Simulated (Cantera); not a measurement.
What does this Cantera script print?

```python
import numpy as np
import cantera as ct

gas = ct.Solution("gri30.yaml")
gas.TPX = 950, 1700000, {'CO': 1, 'H2': 0.13, 'CH4': 0.023, 'O2': 2.07, 'N2': 7.79}
reactor = ct.IdealGasReactor(gas, energy="on", clone=False)
net = ct.ReactorNet([reactor])
net.rtol, net.atol = 1e-08, 1e-16
show = ['CO', 'H2', 'CH4', 'HCN', 'C2H6', 'HO2']
times = np.geomspace(2e-06, 0.7, 16)

steps = ct.SolutionArray(gas, extra=["t"])
rows = []
print(f"{'t/s':>10s}{'T/K':>9s}{'P/Pa':>11s}" + "".join(f"{s:>11s}" for s in show))
for t in times:
    while net.time < t:
        t_next = net.step()
        steps.append(gas.state, t=t_next)
    rows.append([np.interp(t, steps.t, y) for y in (steps.T, steps.P, *steps(*show).X.T)])
    print(f"{t:10.3e}{rows[-1][0]:9.1f}{rows[-1][1]:11.4g}" + "".join(f"{x:11.3e}" for x in rows[-1][2:]))
rate = np.gradient(steps.T, steps.t)
print("integrator steps:", len(steps.t))
if steps.T.max() > steps.T[0] + 200:
    print(f"time of steepest temperature rise: {steps.t[rate.argmax()]:.4e} s")
gas.TPX = 950, 1700000, {'CO': 1, 'H2': 0.13, 'CH4': 0.023, 'O2': 2.07, 'N2': 7.79}
gas.equilibrate("UV")
print(f"equilibrium (UV): T = {gas.T:.1f} K  " + "  ".join(f"{s} {gas[s].X[0]:.3e}" for s in show))
```

Output:

```
       t/s      T/K       P/Pa         CO         H2        CH4        HCN       C2H6        HO2
 2.000e-06    950.0    1.7e+06  9.080e-02  1.180e-02  2.088e-03  1.274e-31  7.356e-19  1.323e-10
 4.684e-06    950.0    1.7e+06  9.080e-02  1.180e-02  2.088e-03  1.962e-30  2.519e-17  4.806e-10
 1.097e-05    950.0    1.7e+06  9.080e-02  1.180e-02  2.088e-03  1.762e-29  5.503e-16  1.436e-09
 2.569e-05    950.0    1.7e+06  9.080e-02  1.180e-02  2.088e-03  1.101e-28  7.787e-15  3.788e-09
 6.018e-05    950.0    1.7e+06  9.080e-02  1.180e-02  2.088e-03  5.647e-28  7.785e-14  9.613e-09
 1.409e-04    950.0    1.7e+06  9.080e-02  1.180e-02  2.088e-03  2.534e-27  5.770e-13  2.423e-08
 3.301e-04    950.0    1.7e+06  9.080e-02  1.180e-02  2.088e-03  1.159e-26  3.949e-12  6.151e-08
 7.731e-04    950.0    1.7e+06  9.080e-02  1.180e-02  2.088e-03  7.713e-26  3.495e-11  1.642e-07
 1.811e-03    950.1    1.7e+06  9.080e-02  1.180e-02  2.088e-03  1.284e-24  4.449e-10  4.915e-07
 4.241e-03    950.7  1.701e+06  9.076e-02  1.179e-02  2.088e-03  5.132e-23  6.260e-09  1.485e-06
 9.933e-03    954.6  1.708e+06  9.051e-02  1.171e-02  2.081e-03  1.489e-21  5.525e-08  3.503e-06
 2.326e-02    992.1  1.772e+06  8.822e-02  1.089e-02  1.970e-03  2.777e-19  5.165e-07  1.467e-05
 5.449e-02   2029.5  3.446e+06  7.568e-05  2.750e-06  3.582e-24  2.909e-15 -1.644e-44  2.316e-06
 1.276e-01   2026.0   3.44e+06  7.377e-05  2.689e-06  3.265e-24  2.113e-15  7.377e-44  2.276e-06
 2.989e-01   2020.0   3.43e+06  7.062e-05  2.587e-06  2.783e-24  1.430e-15  5.566e-44  2.209e-06
 7.000e-01   2014.2   3.42e+06  6.772e-05  2.492e-06  2.412e-24  1.080e-15  3.946e-44  2.147e-06
integrator steps: 2011
time of steepest temperature rise: 2.8143e-02 s
equilibrium (UV): T = 2012.6 K  CO 6.689e-05  H2 2.465e-06  CH4 3.160e-24  HCN 1.005e-15  C2H6 6.064e-44  HO2 2.129e-06
```

Detailed kinetics in Cantera: GRI-Mech 3.0 (53 species, 325 reactions). The pressure lies above the range GRI-Mech 3.0 was tuned for (to about 10 atm). Below about 1000 K GRI-Mech 3.0 lacks low-temperature oxidation paths.
